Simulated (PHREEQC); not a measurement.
Synthetic water in mg/L, 20 °C, pH 6.26, pe 9.7:

```
constituent             mg/L
------------------  --------
Na                     0.337
K                      0.467
Ca                     0.109
Mg                    0.0521
Cl                     0.511
S(6) as SO4            0.677
Alkalinity as HCO3     0.524
Ba                   0.00667
B                    0.00967
Li                  0.000676
```

Valence states are taken as typed.

Computed with PHREEQC (ion-association model, phreeqc.dat).

No solid was allowed to form.

Problem. What charge-balance error does the model give?

Solution. charge-balance error -0.8 %.

Problem. In which forms is C present?

Solution. CO2 57 %, HCO3- 43 % of the C.

Complexes and solids missing from the database can't appear.
